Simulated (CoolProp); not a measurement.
The fluoroketone C6F12O (FK-5-1-12) along the isobar 0.101 MPa: density (kg/m³) from the reference equation and from simpler models built on Tc = 441.8 K, pc = 1.869 MPa, ω = 0.471; each cubic takes its own stable root.

Computed with CoolProp (reference Helmholtz-energy equation of state, McLinden 2015).

| T (K) | phase | reference |
|---|---|---|
| 250.3 | liquid | 1739 |
| 264 | liquid | 1701 |
| 277.8 | liquid | 1662 |
| 291.6 | liquid | 1622 |
| 305.3 | liquid | 1581 |
| 319.1 | liquid | 1537 |
| 332.8 | gas | 12.23 |
| 346.6 | gas | 11.64 |
| 360.3 | gas | 11.11 |
| 374.1 | gas | 10.64 |

Question: How far does each simpler model (Redlich-Kwong, Soave-Redlich-Kwong) lie from the reference over these 10 states: mean and median of the absolute difference, and the worst?

Answer: 
- Redlich-Kwong: mean 25.9 %, median 14.0 %, worst -99.2 % at 319.1 K and 0.101 MPa
- Soave-Redlich-Kwong: mean 5.4 %, median 8.6 %, worst -9.2 % at 250.3 K and 0.101 MPa

At some of these states Redlich-Kwong gives the other phase, because its saturation line lies elsewhere.
